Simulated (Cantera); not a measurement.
Input: 1 mol Fe(CO)5, a varied amount of H2, at 0.00630 bar.

These are equilibrium values from Cantera (NASA tables, ideal gas, pure condensed phases), not measurements of a reactor. Candidate condensed phases: C, C6H6, C7H8, C8H18, Fe, Fe(CO)5, FeO, Fe(OH)2, Fe(OH)3, Fe2O3, Fe3O4, H2O; 114 gas species. Condensed phases not in the tables: cementite and carbon dissolved in iron. Rates play no part.

Stable condensed phases, one row left out:

```
T in K \ n(H2) in mol
         0.13 0.25 0.48 0.93  1.8  3.4  6.6   13   25   47   91
   1075     A    A    A    A    A    A    A    A    B    B    B
   1050     A    A    A    A    A    A    A    A    B    B    B
   1025     A    A    A    A    A    A    A    A    B    B    B
   1000     A    A    A    A    A    A    A    A    A    B    B
    975     A    A    A    A    A    A    A    A    A    B    B
    950     A    A    A    A    A    A    A    A    A    B    B
    900     A    A    A    A    A    A    A    A    A    A    B
    875     A    A    A    A    A    A    A    A    A    A    B
```

A: C + Fe; B: Fe.

**Question.** Give the row for 925 K.

**Answer.** 0.13: C + Fe; 0.25: C + Fe; 0.48: C + Fe; 0.93: C + Fe; 1.8: C + Fe; 3.4: C + Fe; 6.6: C + Fe; 13: C + Fe; 25: C + Fe; 47: Fe; 91: Fe.
